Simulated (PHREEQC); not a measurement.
NaOH is added in steps, without added water, to 1 kg of water holding 0.095 mol AgNO3, 3.7e-05 mol KNO3 and 0.00087 mol Cu(NO3)2, at 23 °C. O2 is buffered at 0.21 atm. The system is closed to CO2. Solids allowed: Cu(OH)2, Cu2(OH)3NO3, Ag2O. Others were left out.

Base run: PHREEQC, ion-association model, wateq4f.dat. Each further column changes one thing. The table gives pH.

| NaOH added (mol) | base | Debye-Hückel limiting law | all activity coefficients set to 1 | Davies equation for every ion | metal-ligand complexes left out |
|---|---|---|---|---|---|
| 0 | 5.45 | 5.56 | 5.29 | 5.48 | 5.45 |
| 0.0045 | 7.47 | 7.52 | 7.37 | 7.47 | 7.46 |
| 0.009 | 7.49 | 7.54 | 7.39 | 7.49 | 7.48 |
| 0.015 | 7.52 | 7.57 | 7.42 | 7.52 | 7.51 |
| 0.0195 | 7.55 | 7.60 | 7.45 | 7.55 | 7.53 |
| 0.024 | 7.57 | 7.62 | 7.48 | 7.57 | 7.56 |
| 0.0285 | 7.60 | 7.65 | 7.50 | 7.60 | 7.59 |
| 0.033 | 7.63 | 7.68 | 7.53 | 7.63 | 7.62 |
| 0.039 | 7.67 | 7.72 | 7.58 | 7.67 | 7.66 |
| 0.0435 | 7.71 | 7.76 | 7.61 | 7.71 | 7.70 |
| 0.048 | 7.75 | 7.80 | 7.65 | 7.75 | 7.73 |

The database's constant for dissolved Cu(OH)2 is higher than later reviews accept.
